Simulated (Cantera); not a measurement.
## Silicon oxide and oxynitride deposition: SiH₂Cl₂ + N₂O

Charge: 1 mol SiH₂Cl₂, 11 mol N₂O, held at 0.133 bar.

Equilibrium computed with Cantera from the NASA thermochemical tables; the gas is ideal and each condensed phase is pure. Candidate condensed phases: H₂O, NH₄Cl, Si, SiO₂, Si₂N₂O, Si₃N₄; 47 gas species. The tables hold silica as quartz up to 1696 K and as liquid above; real silica turns to tridymite and cristobalite and melts near 1996 K. Rates play no part.

| T (K) | log p N₂ | log p O₂ | log p HCl | log p Cl₂ | log p H₂O | log p Cl | n SiO₂(α-quartz) | n SiO₂(β-quartz) | n SiO₂(condensed) | n SiO₂(l) |
|---|---|---|---|---|---|---|---|---|---|---|
| 625 | -1.07 | -1.50 | -2.51 | -2.20 | -2.20 | -8.38 | 1.00 | 0 | 0 | 0 |
| 825 | -1.07 | -1.48 | -2.12 | -2.40 | -2.40 | -5.99 | 1.00 | 0 | 0 | 0 |
| 1025 | -1.07 | -1.48 | -1.98 | -2.62 | -2.62 | -4.56 | 0 | 1.00 | 0 | 0 |
| 1225 | -1.07 | -1.47 | -1.92 | -2.82 | -2.79 | -3.63 | 0 | 1.00 | 0 | 0 |
| 1425 | -1.08 | -1.47 | -1.90 | -3.07 | -2.87 | -3.00 | 0 | 1.00 | 0 | 0 |
| 1625 | -1.08 | -1.48 | -1.92 | -3.44 | -2.80 | -2.62 | 0 | 1.00 | 0 | 0 |
| 1825 | -1.08 | -1.49 | -1.97 | -3.88 | -2.67 | -2.39 | 0 | 0 | 1.000 | 0 |
| 2025 | -1.08 | -1.50 | -2.03 | -4.31 | -2.56 | -2.24 | 0 | 0 | 0 | 1.000 |
log p: log10 of the partial pressure in bar; n: condensed amount in mol.

From 625 K to 825 K the condensed part is SiO₂(α-quartz). From 1025 K to 1625 K the condensed part is SiO₂(β-quartz). At 1825 K the condensed part is SiO₂(condensed). At 2025 K the condensed part is SiO₂(l).
